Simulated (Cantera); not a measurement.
An adiabatic, constant-pressure homogeneous reactor starts with 9.15 % CH4, 0.311 % CO, 19.0 % O2, 71.5 % N2, equivalence ratio 0.97, at 1625 K and 0.987 atm.

Cantera simulation using GRI-Mech 3.0 (53 species, 325 reactions); the numbers are that mechanism's predictions, not measurements.

x: mole fraction; the columns are a selection and need not sum to one.

```tsv
t (s)	T (K)	x CH4	x CO	x O2	x H2	x HO2	x HCO	x OH
6.00e-6	1625	0.0915	0.00311	0.190	1.09e-6	?	6.81e-12	8.72e-8
1.83e-5	1625	0.0914	0.00311	0.190	3.86e-6	?	7.53e-11	1.77e-7
5.61e-5	1625	0.0913	0.00311	0.190	1.81e-5	?	1.50e-9	5.68e-7
0.000171	1627	0.0901	0.00318	0.189	0.000241	?	8.37e-8	3.74e-6
0.000524	2689	<1e-12	0.0447	0.0296	0.0199	?	5.19e-8	0.0240
0.00160	2775	<1e-12	0.0419	0.0252	0.0177	6.59e-6	4.14e-8	0.0220
0.00490	2770	<1e-12	0.0421	0.0236	0.0179	6.21e-6	4.13e-8	0.0213
0.0150	2770	<1e-12	0.0421	0.0235	0.0179	6.19e-6	4.13e-8	0.0213
0.0458	2770	<1e-12	0.0421	0.0235	0.0179	6.19e-6	4.13e-8	0.0213
0.140	2770	<1e-12	0.0421	0.0235	0.0179	6.19e-6	4.13e-8	0.0213
0.428	2770	<1e-12	0.0421	0.0235	0.0179	6.19e-6	4.13e-8	0.0213
1.31	2770	<1e-12	0.0421	0.0235	0.0179	6.19e-6	4.13e-8	0.0213
4.00	2770	<1e-12	0.0421	0.0235	0.0179	6.19e-6	4.13e-8	0.0213
```

Fill in the missing entries.


- 6.00e-6, x HO2: 1.61e-6
- 1.83e-5, x HO2: 4.41e-6
- 5.61e-5, x HO2: 9.46e-6
- 0.000171, x HO2: 2.29e-5
- 0.000524, x HO2: 5.91e-6
